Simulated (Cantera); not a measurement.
Premixed flame

A freely propagating, adiabatic, planar premixed flame of H₂ : O₂ : N₂ = 1 : 0.417 : 1.57 (molar parts), equivalence ratio 1.2, unburnt at 723 K and 250000 Pa; mixture-averaged transport, grid criteria slope 0.08 and curve 0.16, no radiation.

Model: the H2/O2 subset of GRI-Mech 3.0, which has no nitrogen chemistry, integrated in Cantera. The hydrogen kinetics of GRI-Mech 3.0 are dated; newer H2 mechanisms differ, most at raised pressure. Burning velocities carry a grid error of a few per cent, more on coarse grids.

| z (mm) | T (K) | u (m/s) | x H₂ | x O₂ | x H₂O₂ | x H | x OH | x H₂O |
|---|---|---|---|---|---|---|---|---|
| -0.466 | 723 | 12.1 | 0.335 | 0.140 | <1e-8 | <1e-8 | <1e-8 | <1e-8 |
| -0.311 | 723 | 12.1 | 0.335 | 0.140 | <1e-8 | <1e-8 | <1e-8 | <1e-8 |
| -0.233 | 723 | 12.1 | 0.335 | 0.140 | <1e-8 | <1e-8 | <1e-8 | <1e-8 |
| -0.155 | 723 | 12.1 | 0.335 | 0.140 | <1e-8 | 1.55e-7 | <1e-8 | 2.64e-7 |
| -0.0776 | 739 | 12.4 | 0.331 | 0.140 | 3.05e-6 | 0.000262 | 5.82e-5 | 0.000750 |
| -0.0388 | 938 | 15.3 | 0.297 | 0.134 | 1.65e-5 | 0.00727 | 0.000988 | 0.0194 |
| 0 | 1390 | 22.0 | 0.187 | 0.0896 | 7.78e-6 | 0.0421 | 0.00515 | 0.113 |
| 0.0388 | 1713 | 26.7 | 0.0988 | 0.0347 | 3.16e-6 | 0.0657 | 0.0123 | 0.212 |
| 0.0776 | 1869 | 28.9 | 0.0789 | 0.0186 | 1.92e-6 | 0.0635 | 0.0160 | 0.241 |
| 0.155 | 2031 | 31.0 | 0.0765 | 0.0132 | 1.11e-6 | 0.0514 | 0.0181 | 0.254 |
| 0.311 | 2197 | 33.2 | 0.0760 | 0.00984 | 6.68e-7 | 0.0379 | 0.0185 | 0.266 |
| 0.621 | 2351 | 35.1 | 0.0739 | 0.00676 | 4.53e-7 | 0.0263 | 0.0172 | 0.280 |
| 1.24 | 2478 | 36.6 | 0.0710 | 0.00417 | 3.30e-7 | 0.0175 | 0.0145 | 0.293 |
x: mole fraction of selected species; z is measured from the peak of heat release.

- laminar burning velocity = 1210 cm/s
- thermal thickness = 0.155 mm
- peak x(H₂O₂) = 1.66e-5
- peak x(H) = 0.0664
- peak x(OH) = 0.0185
- grid points = 129
